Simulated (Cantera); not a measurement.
A perfectly stirred reactor is fed with CH4 : H2O : H2 = 1 : 0.3 : 0.083 (molar parts), at 101000 Pa; it is held at 1950 K, and followed from long to short residence time.

Model: GRI-Mech 3.0 (53 species, 325 reactions), integrated in Cantera. GRI-Mech 3.0 stops at C3 and has no aromatics, soot or wall deposition, so with more carbon than oxygen in the feed, carbon stays in small species such as C2H2 where larger ones or solid carbon would form.

What does this change do: pressure from 101000 Pa to 13000 Pa?


| quantity | before | after |
|---|---|---|
| x(CH4) at τ = 0.840 s | 0.00956 | 0.00954 |
| x(H2O) at τ = 0.840 s | 0.00469 | 0.0109 |
| x(H2) at τ = 0.840 s | 0.746 | 0.740 |
| x(CH3) at τ = 0.840 s | 0.000250 | 0.000657 |
| x(CH2O) at τ = 0.840 s | 4.80e-8 | 9.45e-8 |
| x(CH4) at τ = 5.60 ms | 0.0885 | 0.132 |
| x(H2O) at τ = 5.60 ms | 0.108 | 0.131 |
| x(H2) at τ = 5.60 ms | 0.609 | 0.556 |
| x(CH3) at τ = 5.60 ms | 0.00227 | 0.00672 |
| x(CH2O) at τ = 5.60 ms | 3.30e-6 | 1.07e-5 |

What does this change do: pressure from 101000 Pa to 32000 Pa?


| quantity | before | after |
|---|---|---|
| x(CH4) at τ = 0.840 s | 0.00956 | 0.00904 |
| x(H2O) at τ = 0.840 s | 0.00469 | 0.00755 |
| x(H2) at τ = 0.840 s | 0.746 | 0.744 |
| x(CH3) at τ = 0.840 s | 0.000250 | 0.000415 |
| x(CH2O) at τ = 0.840 s | 4.80e-8 | 4.83e-8 |
| x(CH4) at τ = 5.60 ms | 0.0885 | 0.106 |
| x(H2O) at τ = 5.60 ms | 0.108 | 0.121 |
| x(H2) at τ = 5.60 ms | 0.609 | 0.585 |
| x(CH3) at τ = 5.60 ms | 0.00227 | 0.00424 |
| x(CH2O) at τ = 5.60 ms | 3.30e-6 | 6.35e-6 |
